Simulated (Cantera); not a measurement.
## Low-pressure radical oxidation in H2/O2

An isothermal, constant-pressure homogeneous reactor starts with 13.8 % H₂, 76.9 % O₂, 9.23 % H₂O, at 1175 K and 0.00523 atm.

Model: the H2/O2 subset of GRI-Mech 3.0, which has no nitrogen chemistry, integrated in Cantera. Radical loss at walls, strong at low pressure, is not modelled. The temperature is held fixed by assumption; the heat of reaction is taken as removed at once.

```json
[
 {"t (s)": "6.00e-5", "x H₂": "0.138", "x O₂": "0.769", "x O": "2.38e-10", "x H₂O₂": "<1e-12", "x HO₂": "1.44e-9", "x OH": "2.11e-10"},
 {"t (s)": "0.000278", "x H₂": "0.138", "x O₂": "0.769", "x O": "4.14e-9", "x H₂O₂": "3.39e-12", "x HO₂": "6.72e-9", "x OH": "2.78e-9"},
 {"t (s)": "0.00129", "x H₂": "0.138", "x O₂": "0.769", "x O": "5.22e-7", "x H₂O₂": "7.43e-11", "x HO₂": "3.38e-8", "x OH": "3.15e-7"},
 {"t (s)": "0.00600", "x H₂": "0.00927", "x O₂": "0.691", "x O": "0.0496", "x H₂O₂": "1.59e-7", "x HO₂": "4.10e-6", "x OH": "0.00884"},
 {"t (s)": "0.0278", "x H₂": "0.00596", "x O₂": "0.708", "x O": "0.0373", "x H₂O₂": "1.66e-7", "x HO₂": "4.23e-6", "x OH": "0.00739"},
 {"t (s)": "0.129", "x H₂": "0.00158", "x O₂": "0.741", "x O": "0.00918", "x H₂O₂": "1.90e-7", "x HO₂": "3.57e-6", "x OH": "0.00386"},
 {"t (s)": "0.600", "x H₂": "8.41e-5", "x O₂": "0.751", "x O": "0.000485", "x H₂O₂": "7.74e-8", "x HO₂": "8.34e-7", "x OH": "0.000895"},
 {"t (s)": "2.78", "x H₂": "5.60e-6", "x O₂": "0.752", "x O": "3.27e-5", "x H₂O₂": "1.75e-8", "x HO₂": "8.93e-8", "x OH": "0.000233"},
 {"t (s)": "12.9", "x H₂": "6.83e-7", "x O₂": "0.752", "x O": "4.03e-6", "x H₂O₂": "3.96e-9", "x HO₂": "1.47e-8", "x OH": "8.18e-5"},
 {"t (s)": "60.0", "x H₂": "1.16e-7", "x O₂": "0.752", "x O": "6.89e-7", "x H₂O₂": "9.22e-10", "x HO₂": "7.71e-9", "x OH": "3.38e-5"}
]
```
x: mole fraction; the columns are a selection and need not sum to one.

Equilibrium at this temperature and pressure: H₂ 2.95e-8, O₂ 0.752, O 1.75e-7, H₂O₂ 2.98e-10, HO₂ 1.12e-8, OH 1.70e-5 (gas phase only).
